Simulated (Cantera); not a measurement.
Standard-state values (1 bar) from the NASA 1993 polynomials, evaluated with Cantera. Values are per mole of reaction as written; species without (g) are pure solids or liquids, kept so even where they would boil at 1 bar.

S + 2 Na = Na2S

```csv
T (K),ΔH° (kJ),ΔS° (J/K),ΔG° (kJ),log10 K,condensed phases
300,-366.1,-38.4,-354.6,61.74,"S(s), Na(s), Na2S(s)"
825,[?],[?],[?],[?],"S(l), Na(l), Na2S(s)"
875,-376.8,-64.8,-320.1,19.11,"S(l), Na(l), Na2S(s)"
925,-376.8,-64.8,-316.8,17.89,"S(l), Na(l), Na2S(s)"
975,-376.8,-64.8,-313.6,16.80,"S(l), Na(l), Na2S(s)"
1025,[?],[?],[?],[?],"S(l), Na(l), Na2S(s)"
1075,-376.2,-64.2,-307.1,14.92,"S(l), Na(l), Na2S(s)"
```

Fill in the missing entries.


- 825, ΔH° (kJ): -376.8
- 825, ΔS° (J/K): -64.8
- 825, ΔG° (kJ): -323.3
- 825, log10 K: 20.47
- 1025, ΔH° (kJ): -376.6
- 1025, ΔS° (J/K): -64.6
- 1025, ΔG° (kJ): -310.4
- 1025, log10 K: 15.82
